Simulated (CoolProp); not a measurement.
Vapour-liquid equilibrium of hydrogen sulfide (1) + propane (2) at 22.25 °C; x and y are mole fractions of (1).

The numbers come from the multi-fluid Helmholtz-energy mixture model, Lemmon 2006 and Lemmon 2009; pair parameters Kunz 2012 in CoolProp.

```
x     bubble pressure (MPa)  y at the bubble point  dew pressure at overall composition x (MPa)  liquid density (mol/L)
----  ---------------------  ---------------------  -------------------------------------------  ----------------------
0.05                  1.033                  0.156                                          ___                   11.45
0.2                   1.379                    ___                                        1.080                   12.18
0.35                    ___                  0.558                                        1.274                   13.22
0.5                   1.786                  0.653                                        1.518                     ___
0.65                  1.893                  0.733                                          ___                   16.52
0.8                   1.947                  0.816                                        1.942                   18.94
0.95                  1.926                  0.937                                        1.918                   21.88
```

Task: Fill in the missing entries.

Result: 
- 0.05, dew pressure at overall composition x (MPa): 0.9297
- 0.2, y at the bubble point: 0.418
- 0.35, bubble pressure (MPa): 1.621
- 0.5, liquid density (mol/L): 14.64
- 0.65, dew pressure at overall composition x (MPa): 1.781

y crosses x between x = 0.8 and 0.95: the model has an azeotrope there.

Pair parameters are fitted to limited data, so mixtures are less certain than the pure fluids.
